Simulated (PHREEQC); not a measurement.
A solution holds 0.0027 mol Na2SeO3, 0.05 mol H2SO4 and 0.0002 mol CaCl2 per kg of water, at 25 °C. Closed to the air; pH follows from the charge balance.

All values are PHREEQC results (ion-association model, wateq4f.dat), not measurements.

```json
{
 "pH": "1.30",
 "ionic_strength": "0.0795 mol/kgw",
 "total_alkalinity": "-100 meq/kg"
}
```

| species | molality | activity | log γ |
|---|---|---|---|
| H+ | 0.0594 | 0.0496 | -0.078 |
| HSO4- | 0.0353 | 0.0280 | -0.101 |
| SO4-2 | 0.0144 | 0.00580 | -0.396 |
| Na+ | 0.00525 | 0.00418 | -0.099 |
| H2SeO3 | 0.00258 | 0.00263 | 0.008 |
| Cl- | 0.000400 | 0.000312 | -0.107 |
| NaSO4- | 0.000151 | 0.000121 | -0.096 |
| Ca+2 | 0.000121 | 5.05e-5 | -0.380 |
| HSeO3- | 0.000119 | 9.43e-5 | -0.100 |
| CaSO4 | 5.74e-5 | 5.85e-5 | 0.008 |
| CaHSO4+ | 2.14e-5 | 1.70e-5 | -0.100 |

No solid was allowed to form.
